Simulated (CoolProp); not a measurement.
Vapour-liquid equilibrium of toluene (1) + n-octane (2) at 519.3 K; x and y are mole fractions of (1).

Model: multi-fluid Helmholtz-energy mixture model, Lemmon 2006 and Beckmüller 2019; pair parameters Bell 2016, in CoolProp.

```tsv
x	bubble pressure, mixture model (MPa)	bubble pressure, Raoult's law (MPa)	y, mixture model	y, Raoult's law
0.05	1.240	1.230	…	0.064
0.2	…	1.286	0.239	0.246
0.35	1.393	1.341	0.397	0.412
0.5	1.456	1.396	0.543	0.566
0.65	1.507	1.451	…	0.708
0.8	…	1.506	0.816	0.839
0.95	…	1.562	0.953	0.961
```

Task: Some entries are withheld; supply them.

Result: 
- 0.05, y, mixture model: 0.063
- 0.2, bubble pressure, mixture model (MPa): 1.321
- 0.65, y, mixture model: 0.681
- 0.8, bubble pressure, mixture model (MPa): 1.547
- 0.95, bubble pressure, mixture model (MPa): 1.574

The largest gap from Raoult's law is +4.3 % in bubble pressure, at x = 0.5. No azeotrope shows between x = 0.05 and 0.95.

Pair parameters are fitted to limited data, so mixtures are less certain than the pure fluids.
